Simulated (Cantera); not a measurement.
A freely propagating, adiabatic, planar premixed flame of CH4 : CO : O2 : N2 = 1 : 0.28 : 1.78 : 6.71 (molar parts), equivalence ratio 1.2, unburnt at 675 K and 100000 Pa; mixture-averaged transport, grid criteria slope 0.08 and curve 0.16, no radiation.

Detailed kinetics in Cantera: GRI-Mech 3.0 (53 species, 325 reactions). Burning velocities carry a grid error of a few per cent, more on coarse grids.

**Question.** Predict: laminar burning velocity; thermal thickness; peak x(OH); peak x(HCN).

**Answer.** 
```json
{
 "laminar_burning_velocity": "168 cm/s",
 "thermal_thickness": "0.302 mm",
 "peak x(OH)": "0.00968",
 "peak x(HCN)": "1.17e-5"
}
```
